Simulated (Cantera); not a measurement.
**Adiabatic ignition**

An adiabatic, constant-volume homogeneous reactor starts with C₂H₄ : O₂ : N₂ : H₂O = 1 : 1.36 : 12.4 : 0.91 (molar parts), equivalence ratio 2.2, at 1175 K and 600000 Pa.

Computed with Cantera and GRI-Mech 3.0 (53 species, 325 reactions). GRI-Mech 3.0 was tuned for natural gas; its chemistry of ethylene as a main component is partial and can be far from experiment.

| t (s) | T (K) | P (bar) | x C₂H₄ | x O₂ | x H₂O | x HCO | x HO₂ | x CH₂ | x C₂H |
|---|---|---|---|---|---|---|---|---|---|
| 5.00e-6 | 1175 | 6.00 | 0.0638 | 0.0868 | 0.0581 | <1e-12 | 1.05e-10 | <1e-12 | <1e-12 |
| 1.95e-5 | 1175 | 6.00 | 0.0638 | 0.0868 | 0.0581 | <1e-12 | 5.27e-10 | <1e-12 | <1e-12 |
| 7.58e-5 | 1175 | 6.00 | 0.0638 | 0.0868 | 0.0581 | <1e-12 | 2.90e-9 | <1e-12 | <1e-12 |
| 0.000295 | 1175 | 6.00 | 0.0638 | 0.0868 | 0.0581 | 1.23e-12 | 2.36e-8 | <1e-12 | <1e-12 |
| 0.00115 | 1175 | 6.00 | 0.0638 | 0.0868 | 0.0581 | 8.22e-11 | 1.53e-6 | <1e-12 | <1e-12 |
| 0.00447 | 2136 | 12.0 | 1.33e-6 | 3.59e-8 | 0.0783 | 1.07e-7 | 6.59e-11 | 1.27e-7 | 3.61e-8 |
| 0.0174 | 2134 | 12.0 | <1e-12 | 3.41e-8 | 0.0774 | 1.06e-7 | 6.23e-11 | 1.10e-12 | <1e-12 |
| 0.0678 | 2134 | 12.0 | <1e-12 | 3.42e-8 | 0.0774 | 1.06e-7 | 6.24e-11 | <1e-12 | <1e-12 |
| 0.264 | 2134 | 12.0 | <1e-12 | 3.42e-8 | 0.0774 | 1.06e-7 | 6.25e-11 | <1e-12 | <1e-12 |
| 1.03 | 2134 | 12.0 | <1e-12 | 3.42e-8 | 0.0774 | 1.06e-7 | 6.25e-11 | <1e-12 | <1e-12 |
| 4.00 | 2134 | 12.0 | <1e-12 | 3.42e-8 | 0.0774 | 1.06e-7 | 6.25e-11 | <1e-12 | <1e-12 |
x: mole fraction; the columns are a selection and need not sum to one.

```
Item                                                                 Value
---------------------------------  ---------------------------------------
time of steepest temperature rise                                  1.55 ms
temperature at 4.00 s                                               2134 K
equilibrium temperature                                             2134 K
x(C₂H₄) at 4.00 s                    <1e-12 (gas-phase equilibrium <1e-12)
x(O₂) at 4.00 s                    3.42e-8 (gas-phase equilibrium 3.42e-8)
x(H₂O) at 4.00 s                     0.0774 (gas-phase equilibrium 0.0774)
```
